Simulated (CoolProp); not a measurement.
Nitrogen along the isotherm -118.55 °C: density (kg/m³) from the reference equation and from simpler models built on Tc = -147.0 °C, pc = 3396 kPa, ω = 0.037; each cubic takes its own stable root.

Values from CoolProp's reference Helmholtz-energy equation of state, Span 2000.

```
p (kPa)          phase  reference
-------  -------------  ---------
463                gas      10.34
926                gas      21.23
1390               gas      32.75
1850               gas      44.85
2320               gas      57.99
2780               gas      71.72
3240               gas      86.42
3700     supercritical      102.2
4170     supercritical      119.6
4630     supercritical      137.9
5090     supercritical      157.7
```

Question: How far does each simpler model (ideal gas, van der Waals, Redlich-Kwong) lie from the reference over these 11 states: mean and median of the absolute difference, and the worst?

Answer: 
- ideal gas: mean 15.7 %, median 15.5 %, worst -29.7 % at -118.55 °C and 5090 kPa
- van der Waals: mean 1.8 %, median 1.1 %, worst +5.8 % at -118.55 °C and 5090 kPa
- Redlich-Kwong: mean 0.5 %, median 0.6 %, worst +0.8 % at -118.55 °C and 3700 kPa
